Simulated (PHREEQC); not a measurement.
Make-up at 20 °C: 0.25 mol/kgw Na2SO4 and 0.09 mol/kgw FeCl2. Closed to the air; pH follows from the charge balance.

Equilibrium calculation in PHREEQC: ion-association model with the Davies equation for every ion, phreeqc.dat.

Precipitation was switched off in this run.

Task: Order these Fe species by the share of Fe that they hold, largest first: FeCl+, Fe+2, FeSO4.

Result: FeSO4 (60 %), Fe+2 (37 %), FeCl+ (2.8 %)

Task: Order these S species by the share of S that they hold, largest first: SO4-2, FeSO4, NaSO4-.

Result: SO4-2 (48 %), NaSO4- (31 %), FeSO4 (22 %)

The pH is 6.16 and the ionic strength 0.647 mol/kgw.
